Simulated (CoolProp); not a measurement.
The numbers come from the reference Helmholtz-energy equation of state, Lemmon 2006 in CoolProp. It is a short technical equation, of lower accuracy than the large ones.

Problem. For n-nonane, give the phase and the cp (kJ/(kg K)), cv (kJ/(kg K)), speed of sound (m/s) at 533.7 K and 0.101 MPa; 543.2 K and 0.101 MPa.

Solution. 
- 533.7 K and 0.101 MPa: gas; cp 2.65, cv 2.57, speed of sound 184
- 543.2 K and 0.101 MPa: gas; cp 2.68, cv 2.61, speed of sound 186
